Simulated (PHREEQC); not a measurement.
Solution (25 °C): 0.25 mol/kgw H2SO4, 3.7e-05 mol/kgw CuSO4 and 0.00012 mol/kgw MnSO4. Closed to the air; pH follows from the charge balance.

All values are PHREEQC results (ion-association model, wateq4f.dat), not measurements.

- pH: 0.66
- ionic strength: 0.309 mol/kgw
- activity of water: 0.991
- total alkalinity: -500 meq/kg

```tsv
species	molality	activity	log γ
H+	0.279	0.218	-0.107
HSO4-	0.221	0.154	-0.156
SO4-2	0.0293	0.00728	-0.605
Mn+2	8.91e-5	2.56e-5	-0.541
MnSO4	3.09e-5	3.32e-5	0.031
Cu+2	2.65e-5	7.61e-6	-0.541
```

No solid was allowed to form.
